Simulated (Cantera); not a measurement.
A perfectly stirred reactor is fed with 34.5 % CH4, 65.5 % CO2, at 100.0 Torr; it is held at 2125 K, and followed from long to short residence time.

Cantera simulation using GRI-Mech 3.0 (53 species, 325 reactions); the numbers are that mechanism's predictions, not measurements.

One state of this run: x CH4 = 0.0124; x CO2 = 0.114; x CO = 0.448; x C2H6 = 2.76e-6; x HO2 = 2.57e-10; x O2 = 2.58e-7. x: mole fraction; the columns are a selection and need not sum to one.

**Question.** Which value of τ (s) does it belong to?
(A) 28
(B) 8.0
(C) 0.056
(D) 0.016

**Answer.** D, 0.016
